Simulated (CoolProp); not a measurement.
Vapour-liquid equilibrium of nitrogen (1) + oxygen (2) at 0.113 MPa; x and y are mole fractions of (1).

Model: multi-fluid Helmholtz-energy mixture model, Span 2000 and Schmidt 1985; pair parameters Gernert 2013, in CoolProp.

**Question.** Give the bubble temperature and the first vapour's composition at x = 0.25, 0.45, 0.65. Is there an azeotrope?

**Answer.** x = 0.25: 85.7 K, y = 0.574; x = 0.45: 83.0 K, y = 0.764; x = 0.65: 81.0 K, y = 0.878. No azeotrope shows between x = 0.05 and 0.95.

Pair parameters are fitted to limited data, so mixtures are less certain than the pure fluids.
